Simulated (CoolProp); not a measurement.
The fluoroketone C6F12O (FK-5-1-12) along the isotherm 487.7 K: Z from the reference equation and from simpler models built on Tc = 441.8 K, pc = 18.69 bar, ω = 0.471; each cubic takes its own stable root.

Model: reference Helmholtz-energy equation of state, McLinden 2015, in CoolProp.

```csv
p (bar),phase,reference,van der Waals,Redlich-Kwong
5.84,gas,0.9224,0.9226,0.9166
11.7,gas,0.8385,0.8328,0.8240
17.5,gas,0.7461,0.7237,0.7195
23.4,supercritical,0.6416,0.5714,0.5946
29.2,supercritical,0.5365,0.4442,0.4752
35,supercritical,0.4601,0.4503,0.4360
40.9,supercritical,0.4406,0.4839,0.4442
46.7,supercritical,0.4515,0.5236,0.4663
52.6,supercritical,0.4740,0.5663,0.4941
58.4,supercritical,0.5011,0.6094,0.5238
64.2,supercritical,0.5304,0.6527,0.5545
70.1,supercritical,0.5616,0.6969,0.5863
75.9,supercritical,0.5929,0.7404,0.6178
81.8,supercritical,0.6252,0.7844,0.6500
87.6,supercritical,0.6572,0.8275,0.6815
93.5,supercritical,0.6898,0.8712,0.7135
```
